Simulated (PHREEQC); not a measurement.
Make-up at 20 °C: 3.8 mmol/kgw KOH, 3 mmol/kgw KNO3 and 130 mmol/kgw KH2PO4. Closed to the air; pH follows from the charge balance.

The numbers come from PHREEQC with the ion-association model, phreeqc.dat.

Task: The ionic strength comes out as 0.140 mol/kgw. What activity coefficients do NO3-, HPO4-2, K+, KHPO4-, H2PO4- get?

Result: NO3- 0.73, HPO4-2 0.34, K+ 0.74, KHPO4- 0.77, H2PO4- 0.77.

This is a speciation only: nothing precipitates in the calculation. Species that the database lacks are ignored.
